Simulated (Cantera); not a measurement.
An adiabatic, constant-volume homogeneous reactor starts with CH₃OH : O₂ : N₂ = 1 : 1.65 : 6.1 (molar parts), at 1675 K and 1.00 atm. Integrator tolerance rtol = 1e-08.

Model: GRI-Mech 3.0 (53 species, 325 reactions), integrated in Cantera. GRI-Mech 3.0 was tuned for natural gas; its chemistry of methanol as a main component is partial and can be far from experiment.

Task: What does this change do: initial temperature 1675 to 1700 K?

Result: 
```json
[
 {"quantity": "time of steepest temperature rise", "before": "49.6 µs", "after": "41.6 µs"},
 {"quantity": "temperature at 0.200 s", "before": "2902 K", "after": "2908 K"},
 {"quantity": "equilibrium temperature", "before": "2902 K", "after": "2908 K"},
 {"quantity": "x(CH₃OH) at 0.200 s", "before": "<1e-12 (gas-phase equilibrium <1e-12)", "after": "<1e-12 (gas-phase equilibrium <1e-12)"},
 {"quantity": "x(O₂) at 0.200 s", "before": "0.0329 (gas-phase equilibrium 0.0329)", "after": "0.0332 (gas-phase equilibrium 0.0332)"},
 {"quantity": "x(OH) at 0.200 s", "before": "0.0290 (gas-phase equilibrium 0.0290)", "after": "0.0295 (gas-phase equilibrium 0.0295)"},
 {"quantity": "x(CH₂) at 0.200 s", "before": "<1e-12 (gas-phase equilibrium <1e-12)", "after": "<1e-12 (gas-phase equilibrium <1e-12)"},
 {"quantity": "x(CH₃) at 0.200 s", "before": "<1e-12 (gas-phase equilibrium <1e-12)", "after": "<1e-12 (gas-phase equilibrium <1e-12)"},
 {"quantity": "x(H) at 0.200 s", "before": "0.0119 (gas-phase equilibrium 0.0119)", "after": "0.0124 (gas-phase equilibrium 0.0124)"}
]
```
